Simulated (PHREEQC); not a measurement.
A column of 1 m (30 cells, dispersivity 0.08 m, 300 s a shift, diffusion coefficient 3e-10 m²/s) holds 0.042 eq of the database's cation exchanger X per kg of pore water, first in equilibrium with 0.018 mol/kgw Na2SO4 and 1e-05 mol/kgw HCl. It is flushed with 36 mmol/kgw CaCl2 and 0.01 mmol/kgw HCl, at 25 °C. Values are for the last cell. CO2 from the air is kept out. No solid was allowed to form.

Computed with PHREEQC (ion-association model, phreeqc.dat).

| pore volumes | Ca in solution (mol/kgw) | S in solution (mol/kgw) | Cl in solution (mol/kgw) |
|---|---|---|---|
| 0 | 0 | 0.0180 | 1.00e-5 |
| 0.4167 | 0 | 0.0177 | 0.00113 |
| 0.8167 | 0 | 0.0114 | 0.0266 |
| 1.217 | ___ | 0.00436 | ___ |
| 1.617 | 0.0243 | ___ | ___ |
| 2.017 | ___ | 0.000373 | 0.0705 |
| 2.417 | 0.0350 | 9.95e-5 | 0.0716 |
| 2.817 | ___ | ___ | 0.0719 |
| 3.217 | 0.0359 | 6.70e-6 | 0.0720 |
| 3.617 | 0.0360 | 1.72e-6 | 0.0720 |
| 4.017 | 0.0360 | 4.39e-7 | 0.0720 |

**Question.** Some entries are withheld; supply them.

**Answer.** 
- 1.217, Ca in solution (mol/kgw): 1.62e-5
- 1.217, Cl in solution (mol/kgw): 0.0546
- 1.617, S in solution (mol/kgw): 0.00134
- 1.617, Cl in solution (mol/kgw): 0.0667
- 2.017, Ca in solution (mol/kgw): 0.0327
- 2.817, Ca in solution (mol/kgw): 0.0357
- 2.817, S in solution (mol/kgw): 2.60e-5

Complexes and solids missing from the database can't appear.
